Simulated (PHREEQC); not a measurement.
Consider water at 89 °C with 0.14 mol/kgw NaHS, 0.00022 mol/kgw NaHCO3 and 0.19 mol/kgw ZnCl2. Closed to the air; pH follows from the charge balance.

Computed with PHREEQC (ion-association model, phreeqc.dat).

No solid was allowed to form.

### Question
Order these Cl species by the share of Cl that they hold, largest first: ZnCl3-, ZnCl2, ZnCl+, ZnCl4-2, Cl-.

### Answer
Cl- (73 %), ZnCl+ (17 %), ZnCl2 (4.7 %), ZnCl3- (3.3 %), ZnCl4-2 (1.8 %)

The pH is 5.36 and the ionic strength 0.328 mol/kgw. Examples of supersaturated solids here: Sphalerite (slow to form). Others may be too. Away from 25 °C the constants follow the database's enthalpies or fits; those with neither stay at their 25 °C values.
